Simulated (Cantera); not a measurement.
Cantera run, input and output.

```python
import numpy as np
import cantera as ct

gas = ct.Solution("gri30.yaml")
gas.TPX = 375, 32000, {'CH4': 1.3, 'C2H6': 0.87, 'C3H8': 0.16, 'O2': 4.5, 'N2': 21.6}
flame = ct.FreeFlame(gas, width=0.089)
flame.set_refine_criteria(ratio=3, slope=0.08, curve=0.16)
flame.transport_model = "mixture-averaged"
flame.solve(loglevel=0, auto=True)
z, T = flame.grid, flame.T
thick = (T[-1] - T[0]) / np.gradient(T, z).max()
show = ['CH4', 'C2H6', 'C3H8', 'CO', 'N2O', 'CH2CO']
print(f"laminar burning velocity  {flame.velocity[0] * 100:.3f} cm/s")
print(f"burnt temperature         {T[-1]:.1f} K")
print(f"thermal thickness         {thick * 1e3:.4f} mm")
print(f"grid points               {len(z)}")
z0 = z[flame.heat_release_rate.argmax()]
print(f"{'z/mm':>9s}{'T/K':>9s}{'u/(m/s)':>9s}" + "".join(f"{s:>11s}" for s in show))
rows = []
for k in (-3, -2, -1.5, -1, -0.5, -0.25, 0, 0.25, 0.5, 1, 2, 4, 8):
    zz = z0 + k * thick
    rows.append([k * thick, np.interp(zz, z, T), np.interp(zz, z, flame.velocity),
                 *(np.interp(zz, z, flame.X[gas.species_index(s)]) for s in show)])
    print(f"{rows[-1][0] * 1e3:9.3f}{rows[-1][1]:9.1f}{rows[-1][2]:9.3f}" + "".join(f"{x:11.3e}" for x in rows[-1][3:]))
```

Result:

```
laminar burning velocity  22.480 cm/s
burnt temperature         1820.6 K
thermal thickness         2.3719 mm
grid points               143
     z/mm      T/K  u/(m/s)        CH4       C2H6       C3H8         CO        N2O      CH2CO
   -7.116    375.9    0.226  4.551e-02  3.049e-02  5.609e-03  2.290e-05  4.640e-13  1.981e-08
   -4.744    380.8    0.230  4.513e-02  3.032e-02  5.582e-03  1.551e-04  4.165e-12  2.072e-07
   -3.558    399.7    0.243  4.435e-02  3.003e-02  5.543e-03  7.241e-04  2.663e-11  1.576e-06
   -2.372    510.8    0.316  4.109e-02  2.850e-02  5.366e-03  4.767e-03  2.801e-10  2.160e-05
   -1.186    933.5    0.594  2.948e-02  1.856e-02  3.651e-03  2.551e-02  2.319e-09  2.379e-04
   -0.593   1279.1    0.830  1.909e-02  7.590e-03  1.240e-03  4.727e-02  4.940e-09  5.609e-04
    0.000   1589.6    1.046  7.113e-03  5.288e-04  2.185e-05  6.928e-02  7.218e-09  3.956e-04
    0.593   1733.8    1.144  1.330e-03  8.256e-06  8.200e-09  7.640e-02  6.051e-09  4.596e-05
    1.186   1776.0    1.170  2.590e-04  3.341e-07  3.111e-11  7.542e-02  4.149e-09  6.587e-06
    2.372   1794.8    1.180  2.514e-05  3.437e-09  3.171e-14  7.246e-02  2.574e-09  1.088e-06
    4.744   1802.5    1.184  2.305e-06  2.833e-11  2.817e-17  7.075e-02  2.015e-09  1.451e-07
    9.488   1808.0    1.187  1.316e-07  8.070e-14  1.295e-20  7.053e-02  1.576e-09  7.455e-09
   18.975   1813.8    1.190  3.720e-09  1.684e-16  5.060e-24  7.072e-02  1.161e-09  1.667e-10
```

Computed with Cantera and GRI-Mech 3.0 (53 species, 325 reactions). Burning velocities carry a grid error of a few per cent, more on coarse grids.
